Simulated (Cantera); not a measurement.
**Thermodynamics of iron carbonyl, mercury and lead vapours, feed Fe(CO)5 + H2 + N2 + CO**

A closed system holds: 1 mol Fe(CO)5, 0.077 mol H2, 0.16 mol N2, 1.6 mol CO, held at 1 atm.

Equilibrium computed with Cantera from the NASA thermochemical tables; the gas is ideal and each condensed phase is pure. Candidate condensed phases: C, C6H6, C7H8, C8H18, Fe, Fe(CO)5, FeO, Fe(OH)2, Fe(OH)3, Fe2O3, Fe3O4, H2O; 140 gas species. Iron dissolves carbon and melts from about 1420 K in contact with it, which pure phases cannot show. The tables' stoichiometric FeO is somewhat more stable than real wüstite, so its field is too wide. FeO: taken at fixed stoichiometry. Condensed phases not in the tables: cementite and carbon dissolved in iron. Kinetics and transport are ignored.

At 1000 K the condensed part is C(graphite) + FeO(s). From 1050 K to 1150 K the condensed part is C(graphite) + Fe(α). From 1200 K to 1600 K the condensed part is C(graphite) + Fe(γ).

```csv
T (K),x CO,x CO2,x N2,x H2,x H2O,n C(graphite),n FeO(s),n Fe(α),n Fe(γ)
1000,0.681,0.267,0.0348,0.0131,0.00359,2.24,1.00,0,0
1050,0.816,0.144,0.0268,0.0112,0.00168,0.871,0,1.00,0
1100,0.892,0.0711,0.0251,0.0112,0.000902,0.459,0,1.00,0
1150,0.930,0.0345,0.0242,0.0112,0.000493,0.231,0,1.00,0
1200,0.948,0.0172,0.0238,0.0112,0.000278,0.117,0,0,1.00
1250,0.956,0.00891,0.0236,0.0112,0.000163,0.0615,0,0,1.00
1300,0.960,0.00483,0.0235,0.0112,9.95e-5,0.0335,0,0,1.00
1350,0.963,0.00274,0.0235,0.0112,6.27e-5,0.0190,0,0,1.00
1400,0.964,0.00161,0.0234,0.0112,4.09e-5,0.0112,0,0,1.00
1450,0.964,0.000988,0.0234,0.0112,2.74e-5,0.00685,0,0,1.00
1500,0.965,0.000626,0.0234,0.0112,1.89e-5,0.00428,0,0,1.000
1550,0.965,0.000409,0.0234,0.0112,1.33e-5,0.00271,0,0,1.000
1600,0.965,0.000274,0.0234,0.0112,9.60e-6,0.00170,0,0,1.000
```
x: gas mole fraction; n: condensed amount in mol.
